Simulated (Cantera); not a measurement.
Feed: 1 mol Si(CH3)4, 0.71 mol C3H8, 1.1 mol H2, equilibrated at 82.5 Torr.

These are equilibrium values from Cantera (NASA tables, ideal gas, pure condensed phases), not measurements of a reactor. Candidate condensed phases: C, C6H6, C7H8, C8H18, Si, SiC; 87 gas species. Gases not in the tables: Si2H6 and higher silanes. Kinetics and transport are ignored.

x: gas mole fraction; n: condensed amount in mol.

| T (°C) | x H2 | x H | x CH4 | x Si | x C2H2 (acetylene) | x SiC2 | x Si2C | n C(graphite) | n SiC(s) |
|---|---|---|---|---|---|---|---|---|---|
| 652 | 0.976 | 7.76e-10 | 0.0238 | <1e-12 | 1.24e-10 | <1e-12 | <1e-12 | 4.90 | 1.00 |
| 802 | 0.995 | 4.41e-8 | 0.00491 | <1e-12 | 7.49e-9 | <1e-12 | <1e-12 | 5.08 | 1.00 |
| 952 | 0.999 | 9.39e-7 | 0.00144 | <1e-12 | 1.62e-7 | <1e-12 | <1e-12 | 5.12 | 1.00 |
| 1102 | 0.999 | 1.03e-5 | 0.000547 | 1.60e-11 | 1.78e-6 | <1e-12 | <1e-12 | 5.12 | 1.00 |
| 1252 | 1.000 | ___ | ___ | ___ | ___ | ___ | ___ | 5.13 | 1.00 |
| 1402 | 0.999 | ___ | ___ | ___ | ___ | ___ | ___ | 5.13 | 1.000 |
| 1552 | 0.998 | 0.00133 | 7.77e-5 | 1.11e-6 | 0.000214 | 1.88e-8 | 1.35e-8 | 5.12 | 1.000 |
| 1702 | 0.995 | 0.00412 | 4.95e-5 | 1.47e-5 | 0.000646 | 5.40e-7 | 3.61e-7 | 5.12 | 1.000 |
| 1852 | 0.987 | 0.0109 | 3.33e-5 | 0.000134 | 0.00165 | 9.55e-6 | 6.00e-6 | 5.10 | 0.998 |
| 2002 | 0.970 | 0.0252 | 2.33e-5 | 0.000906 | 0.00369 | 0.000115 | 6.81e-5 | 5.07 | 0.987 |
| 2152 | 0.933 | 0.0521 | 1.63e-5 | 0.00483 | 0.00729 | 0.00100 | 0.000566 | 5.03 | 0.922 |
| 2302 | 0.857 | 0.0967 | 1.08e-5 | 0.0211 | 0.0126 | 0.00676 | 0.00365 | 5.07 | 0.595 |

Question: Fill in the missing entries.

Answer: 
- 1252, x H: 7.13e-5
- 1252, x CH4: 0.000251
- 1252, x Si: 1.38e-9
- 1252, x C2H2 (acetylene): 1.21e-5
- 1252, x SiC2: 2.97e-12
- 1252, x Si2C: 2.54e-12
- 1402, x H: 0.000350
- 1402, x CH4: 0.000132
- 1402, x Si: 5.30e-8
- 1402, x C2H2 (acetylene): 5.80e-5
- 1402, x SiC2: 3.52e-10
- 1402, x Si2C: 2.75e-10
